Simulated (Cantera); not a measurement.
A Cantera script and what it prints.

```python
import numpy as np
import cantera as ct

gas_names = """
    F F2 H HF H2 H2F2 H3F3 H4F4 H5F5 H6F6 H7F7 Mg MgF MgF2 MgH MgN Mg2 Mg2F4 N NF NF2 NF3 NH NH2 NH3 N2
    N2H2 N2H4
""".split()
cond_names = """
    Mg(cr) Mg(L) MgF2(s) MgF2(L)
""".split()


# ... load() reads the species with a 1 bar reference pressure and builds the phases ...
atoms = {
    'MgF2': {'Mg': 1, 'F': 2},
    'H2': {'H': 2},
    'N2': {'N': 2},
}
top_T = {}  # K; cautious upper limits of use, not melting points


# ... equilibrate(T, P, feed) seeds the gas with the atoms and calls Mixture.equilibrate('TP', solver="vcs", rtol=1e-11, max_steps=5000) ...
results = []
feed = {'MgF2': 1, 'H2': 41, 'N2': 130}  # mol
P = 1000  # Pa
for T in [1175, 1250, 1325, 1400, 1475, 1550, 1625, 1700, 1775, 1850, 1925, 2000, 2075, 2150]:
    mix = equilibrate(T, P, feed)
    results.append((T, P, feed, dict(zip(mix.species_names, mix.species_moles))))

top = {s: max(r[3][s] / sum(r[3][g] for g in gas_names) for r in results) for s in gas_names}
cols = sorted((s for s in top if top[s] > 1e-05), key=lambda s: -top[s])[:8]
seen = [c for c in cond_names if any(r[3].get(c, 0) > 1e-12 for r in results)]
print("log10 of partial pressures in bar; condensed amounts in mol")
print(f"{'T/K':>10s}" + "".join(f"{s[:9]:>10s}" for s in cols + seen))
for T, P, feed, n in results:
    ng = sum(n[g] for g in gas_names)
    print(f"{T:10.4g}" + "".join(f"{np.log10(max(n[s] / ng * P / 1e5, 1e-99)):10.3f}" for s in cols)
          + "".join(f"{n.get(c, 0):10.4g}" for c in seen))
```

It prints:

```
log10 of partial pressures in bar; condensed amounts in mol
       T/K        N2        H2         H        HF        Mg      MgF2       MgF   MgF2(s)
      1175    -2.119    -2.620    -8.222    -6.399    -6.703    -7.871    -8.737    0.9963
      1250    -2.119    -2.620    -7.626    -5.774    -6.079    -6.863    -7.784    0.9831
      1325    -2.119    -2.621    -7.097    -5.221    -5.530    -5.973    -6.943    0.9293
      1400    -2.120    -2.623    -6.625    -4.728    -5.044    -5.183    -6.196    0.7215
      1475    -2.123    -2.629    -6.201    -4.295    -4.622    -4.505    -5.549         0
      1550    -2.123    -2.631    -5.817    -4.164    -4.487    -4.659    -5.471         0
      1625    -2.124    -2.633    -5.468    -4.069    -4.389    -4.871    -5.449         0
      1700    -2.124    -2.635    -5.149    -4.009    -4.325    -5.143    -5.481         0
      1775    -2.124    -2.636    -4.857    -3.976    -4.288    -5.456    -5.554         0
      1850    -2.125    -2.638    -4.588    -3.959    -4.269    -5.786    -5.648         0
      1925    -2.125    -2.641    -4.340    -3.951    -4.259    -6.111    -5.750         0
      2000    -2.126    -2.645    -4.111    -3.947    -4.254    -6.421    -5.852         0
      2075    -2.127    -2.651    -3.900    -3.945    -4.251    -6.713    -5.949         0
      2150    -2.128    -2.659    -3.705    -3.946    -4.250    -6.986    -6.041         0
```

Cantera equilibrium calculation (NASA polynomials, part measured and part estimated; ideal gas, pure solids and liquids).
